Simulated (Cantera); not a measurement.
Feed: 1 mol acetone, 1.1 mol NH3, 0.89 mol N2, 0.69 mol H2, held at 0.00360 bar.

Method: chemical equilibrium by Gibbs-energy minimisation in Cantera with the NASA 1993 tables (ideal gas, pure condensed phases). Candidate condensed phases: C, C6H6, C7H8, C8H18, H2O; 136 gas species. The feed counts by its element totals alone. Kinetics and transport are ignored.

Question: At 2002 °C, list the 4 most abundant gas species with their mole fractions, and the condensed phases.

Answer: H2 0.586, N2 0.168, CO 0.122, H 0.108. Condensed: C(graphite).
